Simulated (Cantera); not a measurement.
Source: NASA polynomial tables (part measured, part estimated), evaluated in Cantera. Values are per mole of reaction as written; species without (g) are pure solids or liquids, kept so even where they would boil at 1 bar.

10 H2O2(g) + 2 P2(g) ⇌ P4O10 + 10 H2O(g)

```csv
T (K),ΔH° (kJ),ΔS° (J/K),ΔG° (kJ),log10 K
300,-4352.4,-664.1,-4153.1,723.11
498,[?],[?],[?],[?]
523,[?],[?],[?],[?]
548,-4334.0,-620.4,-3994.1,380.70
573,[?],[?],[?],[?]
598,-4329.5,-612.5,-3963.2,346.18
623,-4327.2,-608.7,-3948.0,331.01
648,-4324.7,-604.8,-3932.8,317.01
673,[?],[?],[?],[?]
```

What belongs in the gaps?


- 498, ΔH° (kJ): -4338.2
- 498, ΔS° (J/K): -628.4
- 498, ΔG° (kJ): -4025.3
- 498, log10 K: 422.20
- 523, ΔH° (kJ): -4336.2
- 523, ΔS° (J/K): -624.4
- 523, ΔG° (kJ): -4009.6
- 523, log10 K: 400.45
- 573, ΔH° (kJ): -4331.8
- 573, ΔS° (J/K): -616.4
- 573, ΔG° (kJ): -3978.6
- 573, log10 K: 362.68
- 673, ΔH° (kJ): -4322.2
- 673, ΔS° (J/K): -600.9
- 673, ΔG° (kJ): -3917.7
- 673, log10 K: 304.07
